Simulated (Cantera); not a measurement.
An isothermal, constant-pressure homogeneous reactor starts with NH3 : H2 = 1 : 0.13 (molar parts), at 2423 K and 96000 Pa.

Detailed kinetics in Cantera: the gas-phase N/H chemistry of the illustrative SiF4/NH3 mechanism in the Surface Chemkin manual (1991). Walls and surfaces, which speed up NH3 decomposition in real reactors, are not modelled.

One state of this run: x NH3 = 3.43e-6; x H2 = 0.751; x H = 0.0158; x N2H4 = <1e-12; x N2H2 = 4.57e-12. x: mole fraction; the columns are a selection and need not sum to one.

Q: Which value of t (s) does it belong to?
(A) 0.00933
(B) 0.00340
(C) 0.529
(D) 0.000165

A: C, 0.529
